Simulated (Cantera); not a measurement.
Si3N4 + F2 (nitride etching)

Feed: 1 mol Si3N4, 11 mol F2, at 1777 °C and 113 Torr.

Method: chemical equilibrium by Gibbs-energy minimisation in Cantera with the NASA 1993 tables (ideal gas, pure condensed phases). Candidate condensed phases: Si, Si3N4; 16 gas species. Kinetics and transport are ignored.

* **x(F)**: 0.666
* **x(SiF4)**: 0.200
* **x(N2)**: 0.133
* **x(F2)**: 0.000242
* **gas amount**: 15.00 mol
* **log10 activity of Si(l) (absent)**: -26.01
